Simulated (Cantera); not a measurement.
Input (Python, Cantera) and output of one run.

```python
import numpy as np
import cantera as ct

gas_names = """
    B BH BH2 BH3 BN BO BO2 B2 B2O B2O2 B2O3 B3O3H3 H HBO HBO2 HNO HNO2 HNO3 HO2 H2 H2O H2O2 H3B3O6 N NH
    NH2 NH3 NH2OH NO NO2 NO3 N2 N2H2 N2H4 N2O O OH O2 O3
""".split()
cond_names = """
    B(b) B(L) BN(s) B2O3(L) B3O3H3(cr) H2O(s) H2O(L)
""".split()


# ... load() reads the species with a 1 bar reference pressure and builds the phases ...
atoms = {
    'B2H6': {'B': 2, 'H': 6},
    'H2O': {'H': 2, 'O': 1},
    'N2': {'N': 2},
}
top_T = {'BN(s)': 3200}  # K; cautious upper limits of use, not melting points


# ... equilibrate(T, P, feed) seeds the gas with the atoms and calls Mixture.equilibrate('TP', solver="vcs", rtol=1e-11, max_steps=5000) ...
results = []
feed = {'B2H6': 1, 'H2O': 0.061, 'N2': 39}  # mol
T = 948  # K
P = 340  # Pa
mix = equilibrate(T, P, feed)
results.append((T, P, feed, dict(zip(mix.species_names, mix.species_moles))))
print(gas.report(threshold=1e-06))
for i in range(1, mix.n_phases):
    print(f"{mix.phase(i).name:16s} {mix.phase_moles(i):12.5e} mol")
```

Output:

```
       temperature   948 K
          pressure   340 Pa
           density   0.0011249 kg/m^3
  mean mol. weight   26.079 kg/kmol
   phase of matter   gas

                          1 kg             1 kmol
                     ---------------   ---------------
          enthalpy        7.5529e+05        1.9697e+07  J
   internal energy        4.5304e+05        1.1815e+07  J
           entropy             10404        2.7131e+05  J/K
    Gibbs function       -9.1073e+06        -2.375e+08  J
 heat capacity c_p            1236.4             32244  J/K
 heat capacity c_v            917.61             23930  J/K

                      mass frac. Y      mole frac. X     chem. pot. / RT
                     ---------------   ---------------   ---------------
              HBO2        2.4751e-06        1.4731e-06           -121.93
                H2         0.0057519          0.074405           -25.657
               H2O        7.4329e-05         0.0001076           -70.201
                N2           0.99417           0.92549           -30.487
     [  +35 minor]        5.1108e-08        6.2823e-08

B(b)              0.00000e+00 mol
BN(s)             1.96230e+00 mol
B2O3(L)           1.88194e-02 mol
B3O3H3(cr)        0.00000e+00 mol
```

These are equilibrium values from Cantera (NASA tables, ideal gas, pure condensed phases), not measurements of a reactor. The feed counts by its element totals alone. N2 is the only nitrogen source here; it is nearly inert below about 1500 K, so the nitride shown seldom forms there in practice.
